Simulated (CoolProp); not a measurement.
A simple Rankine cycle with R21: condensing at 311.15 K, boiler at 1.95 MPa, turbine inlet 432.7 K, turbine efficiency 0.85, pump efficiency 0.8, no recuperator. Each further row changes one setting.

Values from CoolProp's reference Helmholtz-energy equation of state, Platzer 1990. This equation is an older, rougher fit; its heat capacities, sound speeds and derivatives of the liquid may be far off and weren't checked against measurements.

```
case                             thermal efficiency (%)  net work (kJ/kg)  heat in (kJ/kg)  turbine exit temperature (K)  volume ratio over the turbine
-------------------------------  ----------------------  ----------------  ---------------  ----------------------------  -----------------------------
as stated                                          15.3              43.7              287                             …                           6.32
turbine inlet 452.7 K                              15.5              47.1              304                             …                           6.24
condensing temperature 303.15 K                       …              49.1              295                         331.5                           7.98
boiler pressure 1.36 MPa                              …              38.3              294                         360.6                           4.40
turbine efficiency 0.75                            13.4              38.4              287                         349.2                           6.50
```

Q: Complete the blanks.

A: 
- as stated, turbine exit temperature (K): 341.3
- turbine inlet 452.7 K, turbine exit temperature (K): 361.4
- condensing temperature 303.15 K, thermal efficiency (%): 16.6
- boiler pressure 1.36 MPa, thermal efficiency (%): 13.0
